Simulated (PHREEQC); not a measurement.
A PHREEQC input (ion-association model, wateq4f.dat):

```
SOLUTION 1
  temp 25
  units mg/L
  pH 6.88
  pe 12.4
  Na 35.6
  K 3.15
  Ca 3.72
  Mg 8.6
  Cl 16.9
  S(6) 57.7 as S
  Alkalinity 51.8 as HCO3
  F 0.514
  Br 0.0735
  Cd 0.328
  Li 0.259
END
USE solution 1
EQUILIBRIUM_PHASES 1
  Gypsum 0 0
  Fluorite 0 0
  CO2(g) -2 10
END
```

The run finishes without an error or a warning.

Its last state differs from that of the intended input:

| quantity | as run | intended |
|---|---|---|
| pH | 6.71 | 6.72 |
| ionic strength (mol/kgw) | 0.00567 | 0.00347 |
| SO4-2 (mol/kgw) | 0.00171 | 0.000565 |
| MgSO4 (mol/kgw) | 6.21e-5 | 2.60e-5 |
| CaSO4 (mol/kgw) | 1.42e-5 | 5.87e-6 |
| NaSO4- (mol/kgw) | 9.62e-6 | 3.39e-6 |
| SI of Otavite (CdCO3) | -0.42 | -0.32 |
| SI of Magnesite (MgCO3) | -2.37 | -2.28 |

Q: One thing in the input isn't as intended. What explains the difference?

A: One answer among several that fit: The fault: sulfate typed 'as S' though the number is for SO4. The line should read `as SO4` where the input has `as S`.
